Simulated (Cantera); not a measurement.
An isothermal, constant-pressure homogeneous reactor starts with N2O : H2 : N2 = 1 : 0.037 : 5.7 (molar parts), at 1575 K and 100000 Pa. Integrator tolerance rtol = 1e-08.

Detailed kinetics in Cantera: GRI-Mech 3.0 (53 species, 325 reactions). GRI-Mech 3.0 was tuned for natural gas; its chemistry of N2O as a main component is partial and can be far from experiment. The temperature is held fixed by assumption; the heat of reaction is taken as removed at once.

Problem. What does this change do: pressure from 100000 Pa to 6900 Pa?

Solution. 
```
quantity                                           before                                    after
----------------  ---------------------------------------  ---------------------------------------
x(N2O) at 1.00 s  2.97e-7 (gas-phase equilibrium 6.92e-8)  6.92e-5 (gas-phase equilibrium 1.82e-8)
x(H2) at 1.00 s   1.10e-7 (gas-phase equilibrium 9.85e-8)  6.51e-7 (gas-phase equilibrium 3.74e-7)
x(NO) at 1.00 s    0.0262 (gas-phase equilibrium 0.00106)   0.0285 (gas-phase equilibrium 0.00106)
x(OH) at 1.00 s   2.35e-5 (gas-phase equilibrium 2.48e-5)  5.68e-5 (gas-phase equilibrium 4.82e-5)
x(O2) at 1.00 s     0.0535 (gas-phase equilibrium 0.0662)    0.0524 (gas-phase equilibrium 0.0662)
```

Problem. What does this change do: temperature 1575 to 1375 K?

Solution. 
| quantity | before | after |
|---|---|---|
| x(N2O) at 1.00 s | 2.97e-7 (gas-phase equilibrium 6.92e-8) | 0.000177 (gas-phase equilibrium 2.68e-8) |
| x(H2) at 1.00 s | 1.10e-7 (gas-phase equilibrium 9.85e-8) | 9.63e-9 (gas-phase equilibrium 6.12e-9) |
| x(NO) at 1.00 s | 0.0262 (gas-phase equilibrium 0.00106) | 0.0170 (gas-phase equilibrium 0.000386) |
| x(OH) at 1.00 s | 2.35e-5 (gas-phase equilibrium 2.48e-5) | 5.19e-6 (gas-phase equilibrium 4.07e-6) |
| x(O2) at 1.00 s | 0.0535 (gas-phase equilibrium 0.0662) | 0.0580 (gas-phase equilibrium 0.0665) |
The mechanism lacks the step 2 NO + O2 → 2 NO2, which can matter for NO2 below about 1400 K.
